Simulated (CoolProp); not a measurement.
Oxygen along the isobar 17.1 MPa: Z from the reference equation and from simpler models built on Tc = 154.6 K, pc = 5.046 MPa, ω = 0.022; each cubic takes its own stable root.

The numbers come from the reference Helmholtz-energy equation of state, Schmidt 1985 in CoolProp.

```json
[
 {"T (K)": "90.4", "phase": "liquid", "reference": "0.6201", "Soave-Redlich-Kwong": "0.6168", "Peng-Robinson": "0.5491"},
 {"T (K)": "97.8", "phase": "liquid", "reference": "0.5893", "Soave-Redlich-Kwong": "0.5863", "Peng-Robinson": "0.5217"},
 {"T (K)": "105.2", "phase": "liquid", "reference": "0.5641", "Soave-Redlich-Kwong": "0.5620", "Peng-Robinson": "0.5000"},
 {"T (K)": "112.6", "phase": "liquid", "reference": "0.5436", "Soave-Redlich-Kwong": "0.5430", "Peng-Robinson": "0.4830"},
 {"T (K)": "120", "phase": "liquid", "reference": "0.5273", "Soave-Redlich-Kwong": "0.5287", "Peng-Robinson": "0.4704"},
 {"T (K)": "127.4", "phase": "liquid", "reference": "0.5149", "Soave-Redlich-Kwong": "0.5187", "Peng-Robinson": "0.4619"},
 {"T (K)": "134.8", "phase": "liquid", "reference": "0.5060", "Soave-Redlich-Kwong": "0.5129", "Peng-Robinson": "0.4573"},
 {"T (K)": "142.2", "phase": "liquid", "reference": "0.5008", "Soave-Redlich-Kwong": "0.5114", "Peng-Robinson": "0.4569"}
]
```
